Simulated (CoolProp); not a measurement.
Saturated liquid density (kg/m³) of water: the reference equation beside estimates from Tc = 647.1 K, pc = 22.06 MPa, ω = 0.344.

Computed with CoolProp (reference Helmholtz-energy equation of state, Wagner 2002).

```
T (K)  reference  van der Waals  Redlich-Kwong  Peng-Robinson
-----  ---------  -------------  -------------  -------------
295.5      997.6          495.8            ___          850.0
325.1      987.1          483.7          718.1          832.9
354.8      970.7            ___          696.7          813.6
384.4      950.0          457.2          673.5          792.1
414.1      925.3          442.6          648.2          767.7
443.8      896.8          426.8          620.5          740.1
473.4      864.4          409.7          590.0            ___
503.1      827.2          390.8          556.1          671.8
532.7      784.3          369.7          518.2          628.7
```

Question: What belongs in the gaps?

Answer: 
- 295.5, Redlich-Kwong: 737.7
- 354.8, van der Waals: 470.9
- 473.4, Peng-Robinson: 708.5

Absolute difference from the reference over all 9 rows, mean and median: van der Waals 51.9 and 52.2 %, Redlich-Kwong 30.0 and 29.9 %, Peng-Robinson 17.2 and 17.0 %.
